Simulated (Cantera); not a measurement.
Gas mixture: N2O = 0.89 (molar parts), at 1.01 bar, frozen composition.

Cantera's kinetic-theory transport with the Lennard-Jones parameters of GRI-Mech 3.0, ideal gas; thermal conductivity in the mixture-averaged form. The composition is frozen, though it would react at the higher temperatures.

One state of this run: ρ (kg/m³) = 0.466; cp (J/kg/K) = 1285; μ (µPa s) = 44.1; λ (mW/m/K) = 77.1; Pr = 0.736; D (cm²/s) N2 = 1.62; D (cm²/s) CO2 = 1.26; D (cm²/s) CH4 = 1.83. D: mixture-averaged diffusion coefficient of that species in the mixture.

Problem. Which value of T (K) does it belong to?
A) 1150
B) 1400
C) 900
D) 1650

Solution. A, 1150
